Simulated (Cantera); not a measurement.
## Thermodynamics of silicon nitride deposition, feed SiH2Cl2 + N2

Input: 1 mol SiH2Cl2, 3.4 mol N2, equilibrated at 61.0 Pa.

These are equilibrium values from Cantera (NASA tables, ideal gas, pure condensed phases), not measurements of a reactor. Candidate condensed phases: NH4Cl, Si, Si3N4; 28 gas species. N2 is the only nitrogen source here; it is nearly inert below about 1500 K, so the nitride shown seldom forms there in practice. The tables' values for SiCl3, SiCl, SiN are old estimates; treat these amounts as uncertain. The numbers say what is thermodynamically allowed, not how fast it happens.

```
T (°C)   x N2   x HCl    x H2  x SiCl2      x Si       x H      x Cl  n Si3N4(s)  n Si(s)  n Si(l)
------  -----  ------  ------  -------  --------  --------  --------  ----------  -------  -------
1052    0.604   0.256  0.0773   0.0438   2.91e-9   1.84e-5   5.12e-5       0.231        0        0
1102    0.605   0.225  0.0890   0.0693   2.85e-8   4.14e-5   8.66e-5       0.199        0        0
1152    0.608   0.188   0.104   0.0928   2.37e-7   8.90e-5  0.000132       0.166        0        0
1202    0.611   0.153   0.119    0.112   1.71e-6  0.000181  0.000189       0.135        0        0
1252    0.615   0.122   0.132    0.128   1.08e-5  0.000348  0.000258       0.108        0        0
1302    0.618  0.0962   0.143    0.141   6.03e-5  0.000636  0.000340      0.0852        0        0
1352    0.629  0.0775   0.146    0.145  0.000267   0.00109  0.000457           0    0.211        0
1402    0.628  0.0765   0.146    0.145  0.000711   0.00179  0.000735           0    0.205        0
1452    0.627  0.0775   0.144    0.144   0.00166   0.00286   0.00119           0        0    0.202
1502    0.625  0.0792   0.142    0.142   0.00360   0.00442   0.00189           0        0    0.196
1552    0.621  0.0804   0.139    0.139   0.00746   0.00665   0.00293           0        0    0.178
1602    0.614  0.0809   0.135    0.135    0.0148   0.00976   0.00442           0        0    0.138
1652    0.603  0.0803   0.130    0.130    0.0285    0.0140   0.00649           0        0   0.0568
1702    0.590  0.0862   0.121    0.121    0.0422    0.0193    0.0103           0        0        0
```
x: gas mole fraction; n: condensed amount in mol.

From 1052 °C to 1302 °C the condensed part is Si3N4(s). From 1352 °C to 1402 °C the condensed part is Si(s). From 1452 °C to 1652 °C the condensed part is Si(l). At 1702 °C nothing is condensed. The main Si-bearing gas is SiCl2 throughout. The share of Si in condensed phases is highest at 1052 °C (69.4 %) and lowest at 1702 °C (0.0 %).
